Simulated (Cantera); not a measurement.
A counterflow diffusion flame at 210000 Pa, nozzles 20 mm apart: fuel side CH4 : H2 : N2 = 1 : 1.4 : 1.1 (molar parts) at 375 K, oxidiser side O2 : N2 = 0.18 : 0.82 (molar parts) at 700 K, fuel mass flux 1 times the oxidiser's; mixture-averaged transport, no radiation.

Model: GRI-Mech 3.0 (53 species, 325 reactions), integrated in Cantera. GRI-Mech 3.0 has no aromatics or soot, which form on the fuel side of real flames. The maximum strain rate includes the flame's own expansion and is several times the mean.

x: mole fraction; the columns are a selection and need not sum to one.

```csv
oxidiser flux (kg/m²/s),max strain (1/s),mean strain (1/s),T max (K),peak x OH,peak x H,peak x NO,peak x CO,peak x C2H2
1.3,497,131,2188,0.00884,0.00469,0.000207,0.0264,0.00489
1.8,680,181,2166,0.00894,0.00508,0.000189,0.0261,0.00471
2.7,1010,271,2143,0.00909,0.00563,0.000168,0.0259,0.00462
3.9,1440,392,2123,0.00919,0.00617,0.000148,0.0259,0.00458
5.7,2090,573,2097,0.00917,0.00672,0.000126,0.0258,0.00451
8.3,3000,834,2069,0.00900,0.00724,0.000104,0.0259,0.00437
12,[?],1210,2039,0.00872,0.00770,[?],0.0260,0.00410
18,[?],1810,2002,0.00828,0.00814,[?],0.0264,[?]
26,9070,2610,1964,0.00769,0.00839,4.19e-5,0.0269,0.00303
```

Question: What belongs in the gaps?

Answer: 
- 12, max strain (1/s): 4300
- 12, peak x NO: 8.24e-5
- 18, max strain (1/s): 6360
- 18, peak x NO: 6.02e-5
- 18, peak x C2H2: 0.00363
